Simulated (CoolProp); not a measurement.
Vapour-liquid equilibrium of R113 (1) + benzene (2) at 121 kPa; x and y are mole fractions of (1).

Computed with CoolProp (multi-fluid Helmholtz-energy mixture model, Marx 1992 and Thol 2012; pair parameters Bell 2016).

```csv
x,"bubble temperature, mixture model (°C)","bubble temperature, Raoult's law (°C)","y, mixture model","y, Raoult's law"
0.05,80.8,83.4,0.179,0.120
0.125,75.1,79.8,0.357,0.273
0.2,71.0,76.6,0.474,0.399
0.275,67.9,73.5,0.558,0.506
0.35,65.4,70.8,0.623,0.595
0.425,63.3,68.2,0.677,0.671
0.5,61.6,65.8,0.724,0.736
0.575,60.0,63.5,0.768,0.793
0.65,58.6,61.4,0.809,0.841
0.725,57.3,59.4,0.849,0.884
0.8,56.0,57.5,0.889,0.921
0.875,54.9,55.8,0.930,0.954
0.95,53.8,54.1,0.971,0.983
```

The largest gap from Raoult's law is -5.6 K in bubble temperature, at x = 0.275. No azeotrope shows between x = 0.05 and 0.95.

Pair parameters are fitted to limited data, so mixtures are less certain than the pure fluids.
